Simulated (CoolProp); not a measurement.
Vapour-liquid equilibrium of R134a (1) + R124 (2) at 27.4 kPa; x and y are mole fractions of (1).

The numbers come from the multi-fluid Helmholtz-energy mixture model, Tillner-Roth 1994 and de Vries 1995; pair parameters Bell 2016 in CoolProp.

| x | bubble temperature (K) | y at the bubble point | dew temperature at overall composition x (K) | liquid density (mol/L) |
|---|---|---|---|---|
| 0.05 | 232.6 | 0.109 | 233.3 | 11.50 |
| 0.125 | 231.1 | 0.245 | 232.4 | 11.69 |
| 0.2 | 229.7 | 0.357 | 231.6 | 11.88 |
| 0.275 | 228.5 | 0.451 | 230.7 | 12.07 |
| 0.35 | 227.5 | 0.532 | 229.8 | 12.27 |
| 0.425 | 226.5 | 0.602 | 228.8 | 12.47 |
| 0.5 | 225.7 | 0.664 | 227.9 | 12.68 |
| 0.575 | 225.0 | 0.721 | 226.9 | 12.89 |
| 0.65 | 224.3 | 0.773 | 225.9 | 13.10 |
| 0.725 | 223.7 | 0.823 | 224.9 | 13.32 |
| 0.8 | 223.2 | 0.871 | 224.0 | 13.55 |
| 0.875 | 222.7 | 0.919 | 223.1 | 13.79 |
| 0.95 | 222.2 | 0.967 | 222.4 | 14.04 |

No azeotrope shows between x = 0.05 and 0.95.

Pair parameters are fitted to limited data, so mixtures are less certain than the pure fluids.
